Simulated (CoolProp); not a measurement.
Saturation properties of ethanol.

Values from CoolProp's reference Helmholtz-energy equation of state, Schroeder 2014.

```json
[
 {"T (K)": "245.4", "p (kPa)": "0.1772", "vapour Z": "0.9997", "liquid viscosity (µPa s)": "3560", "vapour viscosity (µPa s)": "7.13"},
 {"T (K)": "253.6", "p (kPa)": "0.3591", "vapour Z": "0.9994", "liquid viscosity (µPa s)": "2880", "vapour viscosity (µPa s)": "7.39"},
 {"T (K)": "261.8", "p (kPa)": "0.6931", "vapour Z": "0.9991", "liquid viscosity (µPa s)": "2360", "vapour viscosity (µPa s)": "7.64"},
 {"T (K)": "269.9", "p (kPa)": "1.270", "vapour Z": "0.9985", "liquid viscosity (µPa s)": "1960", "vapour viscosity (µPa s)": "7.90"},
 {"T (K)": "278.1", "p (kPa)": "2.253", "vapour Z": "0.9977", "liquid viscosity (µPa s)": "1630", "vapour viscosity (µPa s)": "8.15"},
 {"T (K)": "286.3", "p (kPa)": "3.853", "vapour Z": "0.9967", "liquid viscosity (µPa s)": "1370", "vapour viscosity (µPa s)": "8.41"},
 {"T (K)": "294.5", "p (kPa)": "6.369", "vapour Z": "0.9952", "liquid viscosity (µPa s)": "1160", "vapour viscosity (µPa s)": "8.66"},
 {"T (K)": "302.6", "p (kPa)": "10.15", "vapour Z": "0.9933", "liquid viscosity (µPa s)": "994", "vapour viscosity (µPa s)": "8.91"},
 {"T (K)": "310.8", "p (kPa)": "15.82", "vapour Z": "0.9909", "liquid viscosity (µPa s)": "854", "vapour viscosity (µPa s)": "9.16"},
 {"T (K)": "319", "p (kPa)": "24.03", "vapour Z": "0.9878", "liquid viscosity (µPa s)": "739", "vapour viscosity (µPa s)": "9.41"},
 {"T (K)": "327.1", "p (kPa)": "35.45", "vapour Z": "0.9840", "liquid viscosity (µPa s)": "645", "vapour viscosity (µPa s)": "9.65"},
 {"T (K)": "335.3", "p (kPa)": "51.41", "vapour Z": "0.9794", "liquid viscosity (µPa s)": "564", "vapour viscosity (µPa s)": "9.90"}
]
```

It boils at 351.6 K under 1 atm.

Viscosity comes from a separate model (Kiselev 2005).
